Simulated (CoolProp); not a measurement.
R227EA at several states: fugacity coefficient from the reference equation and from simpler models built on Tc = 374.9 K, pc = 2.925 MPa, ω = 0.358; each cubic takes its own stable root.

The numbers come from the reference Helmholtz-energy equation of state, Lemmon 2016 in CoolProp.

| T (K) | p (MPa) | phase | reference | Redlich-Kwong | Peng-Robinson |
|---|---|---|---|---|---|
| 406.2 | 0.161 | gas | 0.9858 | 0.9852 | 0.9841 |
| 196.4 | 0.823 | liquid | 0.003454 | 0.01570 | 0.003699 |
| 297.7 | 0.31 | gas | 0.9177 | 0.9314 | 0.9188 |
| 202.5 | 0.0803 | liquid | 0.05497 | 0.2241 | 0.05817 |
| 315.7 | 0.0855 | gas | 0.9816 | 0.9838 | 0.9810 |
